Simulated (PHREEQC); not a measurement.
# City or well water: an equilibrium model

Synthetic water in mg/L, 25 °C, pH 7.15, pe 10.7:

| constituent | mg/L |
|---|---|
| Na | 158 |
| K | 1.5 |
| Ca | 109 |
| Mg | 20.3 |
| Cl | 198 |
| S(6) as SO4 | 242 |
| Alkalinity as HCO3 | 215 |
| N(5) as NO3 | 6.19 |

Cl is adjusted to close the charge balance.
Valence states are taken as typed.

All values are PHREEQC results (ion-association model, phreeqc.dat), not measurements.

The ionic strength is 0.0181 mol/kgw and the specific conductance is 1400 µS/cm.

| species | molality | activity | log γ |
|---|---|---|---|
| Na+ | 0.00683 | 0.00599 | -0.057 |
| Cl- | 0.00536 | 0.00468 | -0.059 |
| HCO3- | 0.00342 | 0.00301 | -0.055 |
| Ca+2 | 0.00235 | 0.00141 | -0.222 |
| SO4-2 | 0.00205 | 0.00122 | -0.226 |
| Mg+2 | 0.000697 | 0.000423 | -0.217 |
| CO2 | 0.000477 | 0.000479 | 0.002 |
| CaSO4 | 0.000305 | 0.000306 | 0.002 |
| MgSO4 | 0.000121 | 0.000121 | 0.002 |
| NO3- | 9.99e-5 | 8.69e-5 | -0.061 |
| CaHCO3+ | 6.14e-5 | 5.42e-5 | -0.054 |
| NaSO4- | 4.17e-5 | 3.67e-5 | -0.055 |

Precipitation was switched off in this run. Complexes and solids missing from the database can't appear.
